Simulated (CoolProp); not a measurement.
Values from CoolProp's reference Helmholtz-energy equation of state, de Reuck 1993.

**Question.** For methanol, give the phase and the speed of sound (m/s), Joule-Thomson coefficient (K/MPa), isothermal compressibility (1/MPa), Prandtl number at 271.4 K and 0.26 MPa; 271.4 K and 1.21 MPa; 271.4 K and 3.81 MPa.

**Answer.** 
- 271.4 K and 0.26 MPa: liquid; speed of sound 1190, Joule-Thomson coefficient -0.353, isothermal compressibility 0.00106, Prandtl number 9.69
- 271.4 K and 1.21 MPa: liquid; speed of sound 1200, Joule-Thomson coefficient -0.354, isothermal compressibility 0.00104, Prandtl number 9.72
- 271.4 K and 3.81 MPa: liquid; speed of sound 1210, Joule-Thomson coefficient -0.356, isothermal compressibility 0.00102, Prandtl number 9.81

Viscosity comes from a separate model (Xiang 2006). Thermal conductivity comes from a separate model (Sykioti 2013).
